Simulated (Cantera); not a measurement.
What does this Cantera script print?

```python
import numpy as np
import cantera as ct

gas_names = """
    C CH CH2 CH3 CH4 C2 C2H C2H2,acetylene C2H2,vinylidene C2H3,vinyl C2H4 C2H5 C2H6 C3 C3H3,propargyl
    C3H4,allene C3H4,propyne C3H4,cyclo- C3H5,allyl C3H6,propylene C3H6,cyclo- C3H7,n-propyl
    C3H7,i-propyl C3H8 C4 C4H2 C4H4,1,3-cyclo- C4H6,butadiene C4H6,2-butyne C4H6,cyclo- C4H8,1-butene
    C4H8,cis2-buten C4H8,tr2-butene C4H8,isobutene C4H8,cyclo- C4H9,n-butyl C4H9,i-butyl C4H9,s-butyl
    C4H9,t-butyl C4H10,isobutane C4H10,n-butane C5 C5H6,1,3cyclo- C5H8,cyclo- C5H10,1-pentene
    C5H10,cyclo- C5H11,pentyl C5H11,t-pentyl C5H12,n-pentane C5H12,i-pentane CH3C(CH3)2CH3 C6H2
    C6H5,phenyl C6H6 C6H10,cyclo- C6H12,1-hexene C6H12,cyclo- C6H13,n-hexyl C7H7,benzyl C7H8
    C7H14,1-heptene C7H15,n-heptyl C7H16,n-heptane C8H8,styrene C8H10,ethylbenz C8H16,1-octene
    C8H17,n-octyl C8H18,isooctane C8H18,n-octane C9H19,n-nonyl C10H8,naphthale C10H21,n-decyl
    C12H9,o-bipheny C12H10,bipheny H H2 Si SiC SiC2 SiC4H12 SiH SiH2 SiH3 SiH4 Si2 Si2C Si3
""".split()
cond_names = """
    C(gr) C6H6(L) C7H8(L) C8H18(L),n-octa Si(cr) Si(L) SiC(b)
""".split()


def load(file, names, dense=False):
    # The tables refer to 1 bar. Condensed volumes are neglected.
    table = {s.name: s for s in ct.Species.list_from_file(file)}
    out = []
    for n in names:
        d = dict(table[n].input_data)
        d["thermo"] = dict(d["thermo"], **{"reference-pressure": 1e5})
        if dense:
            d["equation-of-state"] = {"model": "constant-volume", "density": "1e6 g/cm^3"}
        out.append(ct.Species.from_dict(d))
    return out


gas = ct.Solution(thermo="ideal-gas", species=load("nasa_gas.yaml", gas_names))
cond = {s.name: ct.Solution(thermo="fixed-stoichiometry", species=[s], name=s.name)
        for s in load("nasa_condensed.yaml", cond_names, dense=True)}
atoms = {
    'SiC': {'Si': 1, 'C': 1},
    'Si': {'Si': 1},
    'H2': {'H': 2},
}
top_T = {'C(gr)': 4500, 'SiC(b)': 3050}  # K; cautious upper limits of use, not melting points


def equilibrate(T, P, feed):
    n = {}
    for name, mol in feed.items():
        for a, k in atoms[name].items():
            n[a] = n.get(a, 0.0) + k * mol
    gas.TPX = T, P, n
    mass = sum(n.values()) * gas.mean_molecular_weight
    gas.equilibrate("TP")
    valid = [c for c in cond.values() if c.min_temp <= T <= top_T.get(c.name, c.max_temp)]
    mix = ct.Mixture([(gas, mass / gas.mean_molecular_weight)] + [(c, 0.0) for c in valid])
    mix.T, mix.P = T, P
    mix.equilibrate("TP", solver="vcs", rtol=1e-11, max_steps=5000)
    return mix


results = []
feed = {'SiC': 1, 'Si': 0.019, 'H2': 0.34}  # mol
T = 1473  # K
P = 3300  # Pa
mix = equilibrate(T, P, feed)
results.append((T, P, feed, dict(zip(mix.species_names, mix.species_moles))))
x = sorted(zip(gas.X, gas.species_names), reverse=True)
print(f"T = {T:g} K  P = {P:g} Pa  gas = {mix.phase_moles(0):.4g} mol")
print("   x: " + "  ".join(f"{s} {v:.3e}" for v, s in x if v > 0.001))
print("   condensed (mol): " + ("  ".join(f"{mix.phase(i).name} {mix.phase_moles(i):.4g}"
      for i in range(1, mix.n_phases) if mix.phase_moles(i) > 1e-12) or "none"))
```

Result:

```
T = 1473 K  P = 3300 Pa  gas = 0.34 mol
   x: H2 9.999e-01
   condensed (mol): Si(cr) 0.019  SiC(b) 1
```

Cantera equilibrium calculation (NASA polynomials, part measured and part estimated; ideal gas, pure solids and liquids). Mutual solubility and eutectic melting of coexisting phases are not modelled.
